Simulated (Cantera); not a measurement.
## Equilibrium for iron carbonyl, mercury and lead vapours: Fe(CO)5 + N2

Charge: 1 mol Fe(CO)5, a varied amount of N2, equilibrated at 1000 K and 0.0133 bar.

Method: chemical equilibrium by Gibbs-energy minimisation in Cantera with the NASA 1993 tables (ideal gas, pure condensed phases). Candidate condensed phases: C, Fe, Fe(CO)5, FeO, Fe2O3, Fe3O4; 27 gas species. Condensed phases not in the tables: cementite and carbon dissolved in iron. The numbers say what is thermodynamically allowed, not how fast it happens.

```json
[
 {"n(N2) (mol)": "1.2", "x N2": "0.194", "x CO": "0.801", "x CO2": "0.00485", "n C(graphite)": "0.0299", "n Fe(α)": "1.00"},
 {"n(N2) (mol)": "2.2", "x N2": "0.307", "x CO": "0.690", "x CO2": "0.00360", "n C(graphite)": "0.0258", "n Fe(α)": "1.00"},
 {"n(N2) (mol)": "3.9", "x N2": "0.439", "x CO": "0.558", "x CO2": "0.00236", "n C(graphite)": "0.0209", "n Fe(α)": "1.00"},
 {"n(N2) (mol)": "7.1", "x N2": "0.588", "x CO": "0.411", "x CO2": "0.00128", "n C(graphite)": "0.0155", "n Fe(α)": "1.00"},
 {"n(N2) (mol)": "13", "x N2": "0.723", "x CO": "0.277", "x CO2": "0.000579", "n C(graphite)": "0.0104", "n Fe(α)": "1.00"},
 {"n(N2) (mol)": "23", "x N2": "0.822", "x CO": "0.178", "x CO2": "0.000240", "n C(graphite)": "0.00672", "n Fe(α)": "1.00"},
 {"n(N2) (mol)": "41", "x N2": "0.891", "x CO": "0.109", "x CO2": "8.91e-5", "n C(graphite)": "0.00410", "n Fe(α)": "1.00"},
 {"n(N2) (mol)": "74", "x N2": "0.937", "x CO": "0.0632", "x CO2": "3.02e-5", "n C(graphite)": "0.00239", "n Fe(α)": "1.00"}
]
```
x: gas mole fraction; n: condensed amount in mol.

From 1.2 mol N2 to 74 mol N2 the condensed part is C(graphite) + Fe(α).
